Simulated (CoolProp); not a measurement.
Methanol at 362.32 K and 7.07 MPa flows at 0.16 m/s in a round tube of 1 mm bore and 15 µm roughness, fully developed (64/Re and Nu = 3.66 if laminar; Colebrook and Gnielinski if turbulent). Each further row changes one setting.

Values from CoolProp's reference Helmholtz-energy equation of state, de Reuck 1993.

```csv
case,Reynolds number,Darcy friction factor,pressure drop (Pa/m),heat-transfer coefficient (W/(m² K)),mass flow (kg/h)
as stated,448,0.143,1340,700,0.331
velocity 0.32 m/s,895,0.0715,2680,700,0.663
diameter 2 mm,895,0.0715,335,350,1.33
```

Viscosity comes from a separate model (Xiang 2006). Thermal conductivity comes from a separate model (Sykioti 2013).
